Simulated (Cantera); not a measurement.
Input: 1 mol CuO, 0.32 mol CH4, 1.9 mol H2, equilibrated at 2202 °C.

Method: chemical equilibrium by Gibbs-energy minimisation in Cantera with the NASA 1993 tables (ideal gas, pure condensed phases). Candidate condensed phases: C, C6H6, C7H8, C8H18, Cu, CuO, Cu(OH)2, Cu2O, H2O; 113 gas species. Kinetics and transport are ignored.

At 0.130 bar, list the 6 most abundant gas species with their mole fractions, and the condensed phases.

H2 0.456, Cu 0.252, H2O 0.164, CO 0.0766, H 0.0422, CO2 0.00450. Condensed: gas only.
